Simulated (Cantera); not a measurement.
NO annealing gas

A perfectly stirred reactor is fed with NO : N2 = 1 : 1.2 (molar parts), at 17000 Pa; it is held at 1825 K, and followed from long to short residence time.

Detailed kinetics in Cantera: GRI-Mech 3.0 (53 species, 325 reactions).

```tsv
τ (s)	x NO	x O2	x NO2	x O	x N2O
5.0	0.361	0.0464	0.000169	8.69e-5	4.98e-5
0.90	0.434	0.01000	0.000108	4.95e-5	7.43e-5
0.16	0.451	0.00173	7.35e-5	3.48e-5	7.81e-5
0.029	0.454	0.000253	5.79e-5	2.84e-5	6.52e-5
0.0052	0.454	1.67e-5	3.03e-5	1.70e-5	3.25e-5
0.00093	0.455	3.43e-7	4.81e-6	5.32e-6	8.50e-6
0.00017	0.455	1.16e-8	3.35e-7	1.42e-6	1.69e-6
```
x: mole fraction; the columns are a selection and need not sum to one.
